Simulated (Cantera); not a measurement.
**Premixed flame**

A freely propagating, adiabatic, planar premixed flame of H2 : O2 : N2 = 1 : 0.227 : 0.855 (molar parts), unburnt at 550 K and 13300 Pa; mixture-averaged transport, grid criteria slope 0.08 and curve 0.16, no radiation.

Detailed kinetics in Cantera: the H2/O2 subset of GRI-Mech 3.0, which has no nitrogen chemistry. Burning velocities carry a grid error of a few per cent, more on coarse grids.

```tsv
z (mm)	T (K)	u (m/s)	x H2	x O2	x OH	x H2O	x H2O2	x HO2
-18.1	550	5.81	0.480	0.109	<1e-8	<1e-8	<1e-8	<1e-8
-12.0	550	5.81	0.480	0.109	<1e-8	<1e-8	<1e-8	<1e-8
-9.03	550	5.81	0.480	0.109	<1e-8	<1e-8	<1e-8	<1e-8
-6.02	550	5.81	0.480	0.109	<1e-8	5.92e-8	<1e-8	7.54e-7
-3.01	565	5.96	0.478	0.109	3.83e-5	0.000966	7.15e-7	4.84e-5
-1.50	715	7.44	0.451	0.104	0.000242	0.0141	5.13e-7	2.82e-5
0	1083	11.0	0.314	0.0574	0.00161	0.113	1.84e-7	1.01e-5
1.50	1310	13.2	0.220	0.00529	0.00221	0.214	9.70e-8	9.10e-7
3.01	1394	14.0	0.218	0.000821	0.00244	0.225	8.28e-8	1.31e-7
6.02	1490	14.8	0.226	0.000567	0.00296	0.226	8.20e-8	8.22e-8
12.0	1604	15.8	0.237	0.000483	0.00346	0.228	6.71e-8	6.40e-8
24.1	1725	16.9	0.248	0.000364	0.00374	0.230	4.37e-8	4.62e-8
48.1	1842	17.9	0.259	0.000239	0.00365	0.233	2.42e-8	3.12e-8
```
x: mole fraction of selected species; z is measured from the peak of heat release.

The laminar burning velocity is 581 cm/s and the thermal thickness comes out as 6.02 mm. The peak x(OH) is 0.00375 and the peak x(H2O2) is 9.40e-7. The peak x(HO2) comes out as 4.88e-5 and the grid points is 142.
